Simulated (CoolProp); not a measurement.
Vapour-liquid equilibrium of dimethyl carbonate (1) + n-decane (2) at 214.75 °C; x and y are mole fractions of (1).

Computed with CoolProp (multi-fluid Helmholtz-energy mixture model, Zhou 2011 and Lemmon 2006; pair parameters Bell 2016).

| x | bubble pressure (MPa) | y at the bubble point | dew pressure at overall composition x (MPa) | liquid density (mol/L) |
|---|---|---|---|---|
| 0.05 | 0.4131 | 0.371 | 0.2714 | 4.063 |
| 0.2 | 0.7841 | 0.675 | 0.3241 | 4.384 |
| 0.35 | 1.035 | 0.765 | 0.3997 | 4.764 |
| 0.5 | 1.217 | 0.816 | 0.5185 | 5.234 |
| 0.65 | 1.373 | 0.860 | 0.7314 | 5.852 |
| 0.8 | 1.525 | 0.908 | 1.157 | 6.706 |
| 0.95 | 1.681 | 0.973 | 1.631 | 7.937 |

No azeotrope shows between x = 0.05 and 0.95.

The pair parameters rest on a limited set of measurements; away from them the model extrapolates.
